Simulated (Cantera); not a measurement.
A perfectly stirred reactor is fed with NO : N₂ = 1 : 0.98 (molar parts), at 0.133 bar; it is held at 1700 K, and followed from long to short residence time.

Cantera simulation using GRI-Mech 3.0 (53 species, 325 reactions); the numbers are that mechanism's predictions, not measurements.

### Question
Predict: x(NO) at τ = 19.0 s; x(N₂O) at τ = 19.0 s; x(O) at τ = 19.0 s; x(NO₂) at τ = 19.0 s; x(O₂) at τ = 19.0 s; x(NO) at τ = 0.140 s; x(N₂O) at τ = 0.140 s; x(O) at τ = 0.140 s; x(NO₂) at τ = 0.140 s; x(O₂) at τ = 0.140 s.

### Answer
* **x(NO) at τ = 19.0 s**: 0.413
* **x(N₂O) at τ = 19.0 s**: 6.06e-5
* **x(O) at τ = 19.0 s**: 2.83e-5
* **x(NO₂) at τ = 19.0 s**: 0.000222
* **x(O₂) at τ = 19.0 s**: 0.0457
* **x(NO) at τ = 0.140 s**: 0.504
* **x(N₂O) at τ = 0.140 s**: 7.76e-5
* **x(O) at τ = 0.140 s**: 9.27e-6
* **x(NO₂) at τ = 0.140 s**: 7.20e-5
* **x(O₂) at τ = 0.140 s**: 0.000367
